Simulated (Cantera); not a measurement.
An isothermal, constant-pressure homogeneous reactor starts with NO : N2 = 1 : 1.6 (molar parts), at 1973 K and 0.300 bar. Integrator tolerance rtol = 1e-08.

Model: GRI-Mech 3.0 (53 species, 325 reactions), integrated in Cantera.

Question: What does this change do: pressure from 0.300 bar to 20.0 Torr?

Answer: 
| quantity | before | after |
|---|---|---|
| x(NO) at 2.00 s | 0.198 (gas-phase equilibrium 0.00683) | 0.349 (gas-phase equilibrium 0.00682) |
| x(N2O) at 2.00 s | 1.60e-5 (gas-phase equilibrium 2.13e-7) | 4.43e-5 (gas-phase equilibrium 6.33e-8) |
| x(NO2) at 2.00 s | 0.000131 (gas-phase equilibrium 6.39e-6) | 2.98e-5 (gas-phase equilibrium 1.90e-6) |
| x(O) at 2.00 s | 0.000311 (gas-phase equilibrium 0.000433) | 0.000552 (gas-phase equilibrium 0.00145) |
| x(O2) at 2.00 s | 0.0929 (gas-phase equilibrium 0.189) | 0.0172 (gas-phase equilibrium 0.188) |
| x(N2) at 2.00 s | 0.708 (gas-phase equilibrium 0.804) | 0.633 (gas-phase equilibrium 0.804) |
Radical loss at walls, strong at low pressure, is not modelled.

Question: What does this change do: NO 1 to 0.12 parts?

Answer: 
```csv
quantity,before,after
x(NO) at 2.00 s,0.198 (gas-phase equilibrium 0.00683),0.0590 (gas-phase equilibrium 0.00314)
x(N2O) at 2.00 s,1.60e-5 (gas-phase equilibrium 2.13e-7),1.61e-6 (gas-phase equilibrium 1.07e-7)
x(NO2) at 2.00 s,0.000131 (gas-phase equilibrium 6.39e-6),9.97e-6 (gas-phase equilibrium 1.23e-6)
x(O) at 2.00 s,0.000311 (gas-phase equilibrium 0.000433),8.01e-5 (gas-phase equilibrium 0.000182)
x(O2) at 2.00 s,0.0929 (gas-phase equilibrium 0.189),0.00532 (gas-phase equilibrium 0.0332)
x(N2) at 2.00 s,0.708 (gas-phase equilibrium 0.804),0.936 (gas-phase equilibrium 0.963)
```

Question: What does this change do: pressure from 0.300 bar to 100.0 Torr?

Answer: 
```
quantity                                             before                                      after
----------------  -----------------------------------------  -----------------------------------------
x(NO) at 2.00 s       0.198 (gas-phase equilibrium 0.00683)      0.271 (gas-phase equilibrium 0.00683)
x(N2O) at 2.00 s    1.60e-5 (gas-phase equilibrium 2.13e-7)    2.88e-5 (gas-phase equilibrium 1.42e-7)
x(NO2) at 2.00 s   0.000131 (gas-phase equilibrium 6.39e-6)    9.34e-5 (gas-phase equilibrium 4.26e-6)
x(O) at 2.00 s    0.000311 (gas-phase equilibrium 0.000433)  0.000376 (gas-phase equilibrium 0.000649)
x(O2) at 2.00 s        0.0929 (gas-phase equilibrium 0.189)       0.0564 (gas-phase equilibrium 0.189)
x(N2) at 2.00 s         0.708 (gas-phase equilibrium 0.804)        0.672 (gas-phase equilibrium 0.804)
```
